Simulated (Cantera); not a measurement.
Feed: 1 mol SiCl4, 1.7 mol HCl, 13 mol H2, held at 1373.15 K and 1.00 bar.

Equilibrium computed with Cantera from the NASA thermochemical tables; the gas is ideal and each condensed phase is pure. Candidate condensed phases: Si; 19 gas species. The tables' values for SiCl3 are old estimates; treat these amounts as uncertain. The numbers say what is thermodynamically allowed, not how fast it happens.

Base state: H2 0.793, HCl 0.144, SiCl4 0.0347, SiHCl3 0.0121, SiCl2 0.00778, SiCl3 0.00765, SiH2Cl2 0.000628 (mole fractions); condensed: gas only.

Q: What changes in the equilibrium state with this change: temperature from 1373.15 K to 550 K?

A: 
| species | before | after |
|---|---|---|
| H2 | 0.793 | 0.828 |
| HCl | 0.144 | 0.108 |
| SiCl4 | 0.0347 | 0.0637 |
| SiHCl3 | 0.0121 | 3.69e-6 |
| SiCl2 | 0.00778 | <1e-9 |
| SiCl3 | 0.00765 | <1e-9 |

Q: What changes in the equilibrium state with this change: HCl from 1.7 to 0.83 mol?

A: 
```
species    before    after
-------  --------  -------
H2          0.793    0.828
HCl         0.144    0.106
SiCl4      0.0347   0.0292
SiCl2     0.00778   0.0126
SiHCl3     0.0121   0.0145
SiH3Cl    9.29e-6  2.23e-5
SiH2Cl2  0.000628  0.00106
SiCl3     0.00765  0.00892
```
